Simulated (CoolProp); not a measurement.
The fluid at 293.15 K and 0.519 MPa flows at 0.88 m/s in a round tube of 20 mm bore and 15 µm roughness, fully developed (64/Re and Nu = 3.66 if laminar; Colebrook and Gnielinski if turbulent). The same conditions are run with several fluids, on thermodynamics alone (safety and materials aside).

Values from CoolProp's reference Helmholtz-energy equation of state of each fluid (R142b: Lemmon 2006; R123: Younglove 1994; isobutane: Bücker 2006; c-C4F8 (RC318): Platzer 1990; water: Wagner 2002). The equations of Platzer and Polt are older, rougher fits.

| fluid | Reynolds number | Darcy friction factor | pressure drop (Pa/m) | heat-transfer coefficient (W/(m² K)) | mass flow (kg/h) |
|---|---|---|---|---|---|
| R142b | 81200 | 0.0218 | 475 | 1780 | 1120 |
| R123 | 58400 | 0.0228 | 652 | 1470 | 1470 |
| isobutane | 61300 | … | 244 | 1570 | 555 |
| c-C4F8 (RC318) | 68100 | 0.0223 | … | 1520 | … |
| water | … | 0.0282 | 545 | 4070 | 994 |

Complete the blanks.


- isobutane, Darcy friction factor: 0.0226
- c-C4F8 (RC318), pressure drop (Pa/m): 657
- c-C4F8 (RC318), mass flow (kg/h): 1510
- water, Reynolds number: 17500

Transport values come from each fluid's own correlations; those of R142b, c-C4F8 (RC318) are estimates that may be off by 10 % or more.
